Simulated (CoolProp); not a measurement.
Saturation properties of R113.

Values from CoolProp's reference Helmholtz-energy equation of state, Marx 1992.

```
T (K)  p (kPa)  liquid density (kg/m³)  vapour density (kg/m³)  enthalpy of vaporisation (kJ/kg)  surface tension (mN/m)
-----  -------  ----------------------  ----------------------  --------------------------------  ----------------------
348.4    233.1                    1437                   16.30                             134.9                    11.7
351.7    254.9                    1428                   17.75                             133.7                    11.4
355      278.2              (withheld)              (withheld)                             132.5              (withheld)
358.3    303.1                    1411                   20.95                        (withheld)                    10.7
361.5    328.9              (withheld)                   22.67                        (withheld)                    10.4
364.8    357.1                    1392                   24.55                             128.8              (withheld)
368.1    387.1                    1383                   26.55                             127.5                    9.69
371.3    418.0                    1374                   28.61                             126.2                    9.37
374.6    451.7                    1364              (withheld)                             124.8                    9.04
377.9    487.4                    1355                   33.27                             123.4                    8.71
381.2    525.3                    1345                   35.83                             122.0                    8.39
384.4    564.0                    1335                   38.46                             120.6                    8.08
```

Q: Some entries are withheld; supply them.

A: 
- 355, liquid density (kg/m³): 1420
- 355, vapour density (kg/m³): 19.30
- 355, surface tension (mN/m): 11.0
- 358.3, enthalpy of vaporisation (kJ/kg): 131.3
- 361.5, liquid density (kg/m³): 1402
- 361.5, enthalpy of vaporisation (kJ/kg): 130.1
- 364.8, surface tension (mN/m): 10.0
- 374.6, vapour density (kg/m³): 30.87

It boils at 320.7 K under 1 atm.

Surface tension comes from a separate correlation (Mulero 2012).
